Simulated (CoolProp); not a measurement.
Vapour-liquid equilibrium of p-xylene (1) + n-nonane (2) at 0.00214 MPa; x and y are mole fractions of (1).

The numbers come from the multi-fluid Helmholtz-energy mixture model, Zhou 2012 and Lemmon 2006; pair parameters Bell 2016 in CoolProp.

Give the bubble temperature and the first vapour's composition at x = 0.575, 0.65, 0.8. Is there an azeotrope?

x = 0.575: 312.9 K, y = 0.711; x = 0.65: 312.2 K, y = 0.770; x = 0.8: 310.7 K, y = 0.877. No azeotrope shows between x = 0.05 and 0.95.

Pair parameters are fitted to limited data, so mixtures are less certain than the pure fluids.
